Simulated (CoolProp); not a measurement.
Values from CoolProp's reference Helmholtz-energy equation of state, Lemmon 2006. It is a short technical equation, of lower accuracy than the large ones.

### Question
For CH3F (R41), give the phase and the cp (kJ/(kg K)), Joule-Thomson coefficient (K/MPa) at 410.8 K and 1.98 MPa; 293.5 K and 0.0128 MPa; 343.1 K and 0.151 MPa.

### Answer
- 410.8 K and 1.98 MPa: gas; cp 1.43, Joule-Thomson coefficient 7.14
- 293.5 K and 0.0128 MPa: gas; cp 1.10, Joule-Thomson coefficient 19.0
- 343.1 K and 0.151 MPa: gas; cp 1.20, Joule-Thomson coefficient 12.1
